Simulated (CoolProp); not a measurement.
Values from CoolProp's reference Helmholtz-energy equation of state, Colonna 2008. It is a short technical equation, of lower accuracy than the large ones.

For dodecamethylcyclohexasiloxane (D6), give the phase and the density (kg/m³), Joule-Thomson coefficient (K/MPa), isothermal compressibility (1/MPa) at 516.8 K and 0.101 MPa; 568.4 K and 0.101 MPa.


- 516.8 K and 0.101 MPa: liquid; density 707, Joule-Thomson coefficient 0.0572, isothermal compressibility 0.0154
- 568.4 K and 0.101 MPa: gas; density 10.2, Joule-Thomson coefficient 13.4, isothermal compressibility 10.7
